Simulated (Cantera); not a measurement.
Adiabatic ignition

An adiabatic, constant-pressure homogeneous reactor starts with 6.87 % CH4, 19.6 % O2, 73.5 % N2, equivalence ratio 0.70, at 1048 K and 5.00 bar.

Cantera simulation using GRI-Mech 3.0 (53 species, 325 reactions); the numbers are that mechanism's predictions, not measurements.

```tsv
t (s)	T (K)	x CH4	x O2	x H	x NO	x H2	x HCO	x CH2
2.00e-6	1048	0.0687	0.196	<1e-12	<1e-12	<1e-12	<1e-12	<1e-12
6.50e-6	1048	0.0687	0.196	<1e-12	<1e-12	<1e-12	<1e-12	<1e-12
2.11e-5	1048	0.0687	0.196	<1e-12	<1e-12	1.04e-12	<1e-12	<1e-12
6.86e-5	1048	0.0687	0.196	<1e-12	<1e-12	9.53e-12	<1e-12	<1e-12
0.000223	1048	0.0687	0.196	<1e-12	<1e-12	1.08e-10	<1e-12	<1e-12
0.000724	1048	0.0687	0.196	5.06e-12	<1e-12	1.64e-9	<1e-12	<1e-12
0.00235	1048	0.0687	0.196	3.84e-11	<1e-12	3.78e-8	<1e-12	<1e-12
0.00765	1048	0.0687	0.196	1.11e-10	<1e-12	5.15e-7	<1e-12	<1e-12
0.0248	1049	0.0686	0.196	4.39e-10	<1e-12	5.27e-6	6.83e-12	<1e-12
0.0807	2398	<1e-12	0.0564	0.000212	0.00466	0.000894	4.59e-10	<1e-12
0.262	2389	<1e-12	0.0542	0.000201	0.00919	0.000874	4.30e-10	<1e-12
0.852	2389	<1e-12	0.0542	0.000201	0.00919	0.000874	4.30e-10	<1e-12
2.77	2389	<1e-12	0.0542	0.000201	0.00919	0.000874	4.30e-10	<1e-12
9.00	2389	<1e-12	0.0542	0.000201	0.00919	0.000874	4.30e-10	<1e-12
```
x: mole fraction; the columns are a selection and need not sum to one.

```
Item                                                                   Value
---------------------------------  -----------------------------------------
time of steepest temperature rise                                    71.1 ms
temperature at 9.00 s                                                 2389 K
equilibrium temperature                                               2389 K
x(CH4) at 9.00 s                       <1e-12 (gas-phase equilibrium <1e-12)
x(O2) at 9.00 s                        0.0542 (gas-phase equilibrium 0.0542)
x(H) at 9.00 s                     0.000201 (gas-phase equilibrium 0.000201)
```
